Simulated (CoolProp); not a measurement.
Model: reference Helmholtz-energy equation of state, Thol 2018, in CoolProp.

For hydrogen chloride, give the phase and the cp (kJ/(kg K)), speed of sound (m/s) at 563.9 K and 29.9 kPa; 563.9 K and 2760 kPa.


- 563.9 K and 29.9 kPa: gas; cp 0.808, speed of sound 423
- 563.9 K and 2760 kPa: gas; cp 0.840, speed of sound 422
